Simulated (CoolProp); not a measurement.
The numbers come from the reference Helmholtz-energy equation of state, Schroeder 2014 in CoolProp.

Question: For ethanol, give the phase and the density (kg/m³), cv (kJ/(kg K)), Joule-Thomson coefficient (K/MPa), viscosity (µPa s) at 318.8 K and 0.0418 MPa.

Answer: 
- 318.8 K and 0.0418 MPa: liquid; density 767, cv 2.19, Joule-Thomson coefficient -0.314, viscosity 742

Viscosity comes from a separate model (Kiselev 2005).
